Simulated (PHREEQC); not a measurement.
Dissolve 29 mmol/kgw HCl, 0.9 mmol/kgw MnSO4 and 3.2 mmol/kgw NaHSO4 at 85 °C. Closed to the air; pH follows from the charge balance.

The numbers come from PHREEQC with the ion-association model, wateq4f.dat.

This is a speciation only: nothing precipitates in the calculation.

Predict the pH, ionic strength.

pH 1.61; ionic strength 0.0349 mol/kgw.

In which forms is Mn present?

Mn+2 90 %, MnSO4 5.1 %, MnCl+ 5.1 % of the Mn.

Away from 25 °C the constants follow the database's enthalpies or fits; those with neither stay at their 25 °C values.
